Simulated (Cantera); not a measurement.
# Adiabatic ignition

An adiabatic, constant-pressure homogeneous reactor starts with CO : H2 : CH4 : O2 : N2 = 1 : 0.57 : 1.3 : 7.52 : 82.7 (molar parts), at 950 K and 495 Torr.

Detailed kinetics in Cantera: GRI-Mech 3.0 (53 species, 325 reactions). Below about 1000 K GRI-Mech 3.0 lacks low-temperature oxidation paths.

| t (s) | T (K) | x CO | x H2 | x CH4 | x CH2 | x CH3 | x CH2CO |
|---|---|---|---|---|---|---|---|
| 2.00e-6 | 950 | 0.0107 | 0.00612 | 0.0140 | <1e-12 | <1e-12 | <1e-12 |
| 5.55e-6 | 950 | 0.0107 | 0.00612 | 0.0140 | <1e-12 | <1e-12 | <1e-12 |
| 1.54e-5 | 950 | 0.0107 | 0.00612 | 0.0140 | <1e-12 | 2.40e-12 | <1e-12 |
| 4.28e-5 | 950 | 0.0107 | 0.00612 | 0.0140 | <1e-12 | 1.12e-11 | <1e-12 |
| 0.000119 | 950 | 0.0107 | 0.00612 | 0.0140 | <1e-12 | 4.76e-11 | <1e-12 |
| 0.000330 | 950 | 0.0107 | 0.00612 | 0.0140 | <1e-12 | 1.64e-10 | <1e-12 |
| 0.000917 | 950 | 0.0107 | 0.00612 | 0.0140 | <1e-12 | 5.08e-10 | <1e-12 |
| 0.00255 | 950 | 0.0107 | 0.00612 | 0.0140 | <1e-12 | 1.66e-9 | <1e-12 |
| 0.00707 | 950 | 0.0107 | 0.00612 | 0.0140 | <1e-12 | 7.36e-9 | <1e-12 |
| 0.0196 | 950 | 0.0107 | 0.00612 | 0.0140 | <1e-12 | 1.16e-7 | <1e-12 |
| 0.0545 | 955 | 0.0108 | 0.00602 | 0.0134 | 1.22e-10 | 9.03e-6 | 1.27e-7 |
| 0.151 | 1409 | 2.84e-6 | 7.58e-7 | <1e-12 | <1e-12 | <1e-12 | <1e-12 |
| 0.420 | 1409 | 1.92e-7 | 1.14e-7 | <1e-12 | <1e-12 | <1e-12 | <1e-12 |
| 1.17 | 1409 | 1.67e-7 | 1.04e-7 | <1e-12 | <1e-12 | <1e-12 | <1e-12 |
| 3.24 | 1409 | 1.67e-7 | 1.04e-7 | <1e-12 | <1e-12 | <1e-12 | <1e-12 |
| 9.00 | 1409 | 1.67e-7 | 1.04e-7 | <1e-12 | <1e-12 | <1e-12 | <1e-12 |
x: mole fraction; the columns are a selection and need not sum to one.

| Property | Result |
|---|---|
| time of steepest temperature rise | 0.106 s |
| temperature at 9.00 s | 1409 K |
| equilibrium temperature | 1408 K |
| x(CO) at 9.00 s | 1.67e-7 (gas-phase equilibrium 1.65e-7) |
| x(H2) at 9.00 s | 1.04e-7 (gas-phase equilibrium 1.03e-7) |
| x(CH4) at 9.00 s | <1e-12 (gas-phase equilibrium <1e-12) |
